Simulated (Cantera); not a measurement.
A closed system holds: 1 mol Si, a varied amount of CO2, 150 mol H2, held at 1175 K and 0.220 bar.

Equilibrium computed with Cantera from the NASA thermochemical tables; the gas is ideal and each condensed phase is pure. Candidate condensed phases: C, C6H6, C7H8, C8H18, H2O, Si, SiC, SiO2; 123 gas species. Mutual solubility and eutectic melting of coexisting phases are not modelled. The tables hold silica as quartz up to 1696 K and as liquid above; real silica turns to tridymite and cristobalite and melts near 1996 K. Rates play no part.

x: gas mole fraction; n: condensed amount in mol.

```
n(CO2) (mol)   x H2     x CO    x H2O     x CH4     x CO2      x H    x C2H4  n SiC(s)  n SiO2(β-quartz)  n C(graphite)
------------  -----  -------  -------  --------  --------  -------  --------  --------  ----------------  -------------
0.55          0.999  7.98e-6  3.91e-7  0.000655  2.44e-12  2.61e-7   6.16e-9     0.451             0.549              0
1.1           0.994        …        …         …         …  2.61e-7         …         0             1.000              …
1.7           0.989        …        …         …         …  2.60e-7         …         0              1.00              0
2.3           0.983   0.0149  0.00216  0.000210   2.55e-5  2.59e-7  6.57e-10         0              1.00              0
2.9           0.975   0.0188  0.00589   9.50e-5   8.87e-5  2.58e-7  1.36e-10         0              1.00              0
3.5           0.968   0.0226  0.00967   6.79e-5  0.000176  2.57e-7  7.07e-11         0              1.00              0
4.1           0.960   0.0263   0.0134   5.57e-5  0.000286  2.56e-7  4.83e-11         0              1.00              0
4.7           0.953   0.0299   0.0171   4.86e-5  0.000419  2.55e-7  3.74e-11         0              1.00              0
```

Problem. What belongs in the gaps?

Solution. 
- 1.7, x CO: 0.00913
- 1.7, x H2O: 0.000134
- 1.7, x CH4: 0.00212
- 1.7, x CO2: 9.65e-7
- 1.7, x C2H4: 6.60e-8
- 1.1, x CO: 0.00133
- 1.1, x H2O: 1.01e-5
- 1.1, x CH4: 0.00417
- 1.1, x CO2: 1.05e-8
- 1.1, x C2H4: 2.52e-7
- 1.1, n C(graphite): 0.278
